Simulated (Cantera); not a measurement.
An adiabatic, constant-pressure homogeneous reactor starts with 5.41 % CH4, 1.57 % H2, 9.69 % O2, 83.3 % N2, equivalence ratio 1.2, at 1373 K and 1.60 bar.

Cantera simulation using GRI-Mech 3.0 (53 species, 325 reactions); the numbers are that mechanism's predictions, not measurements.

x: mole fraction; the columns are a selection and need not sum to one.

```tsv
t (s)	T (K)	x CH4	x H2	x O2	x NO	x N2O	x C2H6	x CO2
3.00e-6	1373	0.0541	0.0157	0.0969	<1e-12	<1e-12	<1e-12	<1e-12
9.53e-6	1373	0.0541	0.0157	0.0969	<1e-12	<1e-12	3.26e-12	<1e-12
3.03e-5	1373	0.0541	0.0157	0.0969	<1e-12	<1e-12	1.57e-10	2.48e-12
9.62e-5	1373	0.0541	0.0157	0.0969	<1e-12	8.57e-12	?	1.80e-10
0.000306	1373	0.0540	0.0157	0.0968	<1e-12	1.14e-10	?	1.37e-7
0.000972	1388	0.0514	0.0154	0.0951	7.11e-12	1.97e-9	?	1.30e-5
0.00309	2304	<1e-12	0.0153	0.000510	0.000104	4.16e-8	<1e-12	0.0293
0.00981	2321	<1e-12	0.0149	0.000174	0.000166	3.06e-8	<1e-12	0.0298
0.0312	2320	<1e-12	0.0150	0.000171	0.000292	3.15e-8	<1e-12	0.0297
0.0990	2319	<1e-12	0.0151	0.000167	0.000445	3.33e-8	<1e-12	0.0296
0.315	2318	<1e-12	0.0151	0.000166	0.000470	3.37e-8	<1e-12	0.0296
1.00	2318	<1e-12	0.0151	0.000166	0.000470	3.37e-8	<1e-12	0.0296
```

Task: Some entries are withheld; supply them.

Result: 
- 9.62e-5, x C2H6: 1.47e-8
- 0.000306, x C2H6: 1.18e-5
- 0.000972, x C2H6: 0.000658
